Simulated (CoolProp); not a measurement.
Properties of propyne along the isotherm 474 K (Tc = 402.7 K, pc = 5658 kPa, ω = 0.204).

Computed with CoolProp (reference Helmholtz-energy equation of state, Polt 1992). This equation is an older, rougher fit.

```tsv
p (kPa)	phase	density (kg/m³)	speed of sound (m/s)	fugacity coefficient
257	gas	2.637	?	0.9906
514	gas	5.326	326.4	0.9812
771	gas	?	323.9	0.9720
1030	gas	10.89	?	0.9627
1290	gas	13.77	318.8	0.9534
1540	gas	16.61	316.3	?
1800	gas	19.62	?	?
2060	gas	22.70	311.1	0.9263
2310	gas	25.72	308.6	0.9176
2570	gas	?	306.0	0.9087
2830	gas	32.23	303.4	?
```

Fill in the missing entries.


- 257, speed of sound (m/s): 328.9
- 771, density (kg/m³): 8.068
- 1030, speed of sound (m/s): 321.3
- 1540, fugacity coefficient: 0.9445
- 1800, speed of sound (m/s): 313.7
- 1800, fugacity coefficient: 0.9354
- 2570, density (kg/m³): 28.94
- 2830, fugacity coefficient: 0.8998
